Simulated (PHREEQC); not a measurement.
City or well water

A made-up water analysis in mg/kgw, 20 °C, pH 8.11, pe 10.9:

```
constituent              mg/kgw
-----------------------  ------
Na                         8.24
K                         0.588
Ca                         34.5
Mg                         2.37
Cl                         9.15
S(6) as SO4                22.3
Alkalinity as HCO3         25.8
Br                        0.663
O(0) (dissolved oxygen)  0.0933
```

Valence states are taken as typed.

Model: ion-association model, wateq4f.dat, run in PHREEQC.

No solid was allowed to form.

Question: Estimate the charge-balance error.

Answer: charge-balance error 34.1 %.

Question: In which forms is Mg present?

Answer: Mg+2 97 %, MgSO4 2.6 % of the Mg.
